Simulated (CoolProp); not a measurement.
Aqueous potassium acetate as a coolant, 29 % by mass, freezing at -21.6 °C, 1 atm.

The numbers come from the Melinder's fits for secondary coolants in CoolProp.

```tsv
T (°C)	cp (kJ/(kg K))	Prandtl number	conductivity (W/(m K))	density (kg/m³)
-7.5	3.203	36.5	0.468	1162
-3.7	3.211	31.1	0.473	1161
0.2	3.218	26.8	…	1160
4	…	23.3	0.483	1158
7.8	3.233	20.5	0.487	1157
11.7	3.241	18.1	0.493	1155
15.5	3.248	16.2	0.497	1154
19.3	3.256	14.6	0.502	1152
23.1	3.263	13.2	0.507	1151
27	3.271	11.9	0.512	1149
30.8	3.279	10.9	0.517	1147
34.6	…	10.00	0.522	1145
```

Fill in the missing entries.


- 0.2, conductivity (W/(m K)): 0.478
- 4, cp (kJ/(kg K)): 3.226
- 34.6, cp (kJ/(kg K)): 3.287
